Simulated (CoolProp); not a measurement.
Saturation properties of hydrogen chloride.

The numbers come from the reference Helmholtz-energy equation of state, Thol 2018 in CoolProp.

```csv
T (°C),p (MPa),liquid cp (kJ/(kg K)),vapour Z
-84.45,0.1044,1.660,0.9698
-70.55,[?],1.672,0.9508
-56.65,0.4024,1.696,0.9256
-42.75,[?],1.734,[?]
-28.85,1.120,1.792,0.8547
-14.95,[?],1.880,0.8075
-1.05,2.519,[?],0.7509
12.85,3.572,2.262,0.6822
26.75,[?],[?],0.5965
```

What belongs in the gaps?


- -70.55, p (MPa): 0.2156
- -42.75, p (MPa): 0.6933
- -42.75, vapour Z: 0.8938
- -14.95, p (MPa): 1.716
- -1.05, liquid cp (kJ/(kg K)): 2.019
- 26.75, p (MPa): 4.926
- 26.75, liquid cp (kJ/(kg K)): 2.787

It boils at -85.0 °C under 1 atm.
